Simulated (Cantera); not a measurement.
Feed: 1 mol Al2O3, 1.3 mol N2, equilibrated at 1.60e-5 bar.

Equilibrium computed with Cantera from the NASA thermochemical tables; the gas is ideal and each condensed phase is pure. Candidate condensed phases: Al, AlN, Al2O3; 16 gas species. Rates play no part. All values below are at 1950 °C.

Base state: N2 0.963, O 0.0193, Al 0.0119, AlO 0.00381, NO 0.000792, Al2O 0.000738, O2 0.000609, Al2O2 1.10e-5 (mole fractions); condensed: Al2O3(s).

Task: What changes in the equilibrium state with this change: pressure from 1.60e-5 bar to 0.0430 bar?

Result: 
| species | before | after |
|---|---|---|
| N2 | 0.963 | 1.000 |
| NO | 0.000792 | 1.01e-5 |
| Al | 0.0119 | 8.50e-6 |
| O | 0.0193 | 4.65e-6 |
| O2 | 0.000609 | 9.54e-8 |
| AlO | 0.00381 | 1.76e-6 |
| Al2O2 | 1.10e-5 | 6.29e-9 |
| Al2O | 0.000738 | 6.52e-7 |
| Al2O3(s), mol | 0.988 | 1.000 |
